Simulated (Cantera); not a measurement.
Input: 1 mol MgO, 31 mol Cl2, 20 mol N2, at 1798.15 K.

These are equilibrium values from Cantera (NASA tables, ideal gas, pure condensed phases), not measurements of a reactor. Candidate condensed phases: Mg, MgCl2, MgO; 18 gas species. The numbers say what is thermodynamically allowed, not how fast it happens.

log p: log10 of the partial pressure in bar; nothing condenses.

```json
[
 {"P (Pa)": "1", "log p Cl": "-5.13", "log p Cl2": "-9.26", "log p N2": "-5.61", "log p MgCl2": "-6.92", "log p O2": "-7.33", "log p O": "-7.59", "log p NO": "-8.46"},
 {"P (Pa)": "5.20", "log p Cl": "___", "log p Cl2": "___", "log p N2": "___", "log p MgCl2": "___", "log p O2": "___", "log p O": "___", "log p NO": "___"},
 {"P (Pa)": "27", "log p Cl": "-3.70", "log p Cl2": "-6.40", "log p N2": "-4.18", "log p MgCl2": "-5.48", "log p O2": "-5.81", "log p O": "-6.83", "log p NO": "-6.99"},
 {"P (Pa)": "140", "log p Cl": "___", "log p Cl2": "___", "log p N2": "___", "log p MgCl2": "___", "log p O2": "___", "log p O": "___", "log p NO": "___"},
 {"P (Pa)": "720", "log p Cl": "-2.30", "log p Cl2": "-3.60", "log p N2": "-2.74", "log p MgCl2": "-4.04", "log p O2": "-4.36", "log p O": "-6.10", "log p NO": "-5.54"},
 {"P (Pa)": "3700", "log p Cl": "-1.67", "log p Cl2": "-2.33", "log p N2": "-1.99", "log p MgCl2": "-3.29", "log p O2": "-3.61", "log p O": "-5.73", "log p NO": "-4.80"},
 {"P (Pa)": "19000", "log p Cl": "-1.14", "log p Cl2": "-1.27", "log p N2": "-1.22", "log p MgCl2": "-2.52", "log p O2": "-2.85", "log p O": "-5.35", "log p NO": "-4.03"},
 {"P (Pa)": "100000", "log p Cl": "-0.69", "log p Cl2": "-0.38", "log p N2": "-0.46", "log p MgCl2": "-1.76", "log p O2": "-2.08", "log p O": "-4.96", "log p NO": "-3.26"}
]
```

Q: What belongs in the gaps?

A: 
- 140, log p Cl: -2.99
- 140, log p Cl2: -4.98
- 140, log p N2: -3.46
- 140, log p MgCl2: -4.76
- 140, log p O2: -5.09
- 140, log p O: -6.47
- 140, log p NO: -6.27
- 5.20, log p Cl: -4.42
- 5.20, log p Cl2: -7.83
- 5.20, log p N2: -4.89
- 5.20, log p MgCl2: -6.20
- 5.20, log p O2: -6.56
- 5.20, log p O: -7.20
- 5.20, log p NO: -7.72
